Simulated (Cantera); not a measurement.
A closed system holds: 1 mol V2O5, 3.4 mol H2, at 927 °C and 15.0 Pa.

These are equilibrium values from Cantera (NASA tables, ideal gas, pure condensed phases), not measurements of a reactor. Candidate condensed phases: H2O, V, VO, V2O3, V2O4, V2O5; 12 gas species. Condensed phases not in the tables: the oxides between V2O3 and V2O5 other than VO2. Kinetics and transport are ignored.

Base state: H2O 0.588, H2 0.412, H 1.03e-5 (mole fractions); condensed: V2O3(s).

### Question
What changes in the equilibrium state with this change: V2O5 replaced by SiO2?

### Answer
| species | before | after |
|---|---|---|
| H2 | 0.412 | 1.000 |
| H | 1.03e-5 | 1.61e-5 |
| H2O | 0.588 | 1.44e-5 |
| SiO | 0 | 1.44e-5 |
| V2O3(s), mol | 1.00 | 0 |
| SiO2(β-quartz), mol | 0 | 1.000 |
The tables hold silica as quartz up to 1696 K and as liquid above; real silica turns to tridymite and cristobalite and melts near 1996 K. Further candidate phases: Si, SiO2.
